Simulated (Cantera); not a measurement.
Equilibrium for fluorocarbon and chlorocarbon gases: CF4 + CH4 + H2

Charge: 1 mol CF4, 0.079 mol CH4, a varied amount of H2, held at 3498.15 K and 7.50 Torr.

Method: chemical equilibrium by Gibbs-energy minimisation in Cantera with the NASA 1993 tables (ideal gas, pure condensed phases). Candidate condensed phases: C, C6H6, C7H8, C8H18; 95 gas species. The numbers say what is thermodynamically allowed, not how fast it happens.

```csv
n(H2) (mol),log p H,log p F,log p HF,log p C,log p C3,log p CF,log p H2,log p C2
1.3,-2.60,-2.39,-2.66,-3.23,-3.65,-3.65,-4.74,-3.90
2.9,-2.33,-2.65,-2.65,-3.30,-3.85,-3.98,-4.21,-4.03
4.6,-2.23,-2.84,-2.73,-3.37,-4.05,-4.23,-3.99,-4.17
6.2,-2.17,-2.97,-2.81,-3.42,-4.21,-4.41,-3.89,-4.27
7.9,-2.14,-3.07,-2.88,-3.47,-4.36,-4.57,-3.82,-4.37
9.5,-2.12,-3.15,-2.94,-3.52,-4.49,-4.69,-3.78,-4.46
11,-2.11,-3.22,-2.99,-3.55,-4.59,-4.79,-3.75,-4.53
```
log p: log10 of the partial pressure in bar; nothing condenses.

From 1.3 mol H2 to 11 mol H2 nothing is condensed. The main C-bearing gas is C3 at 1.3 mol H2 and C at 11 mol H2.
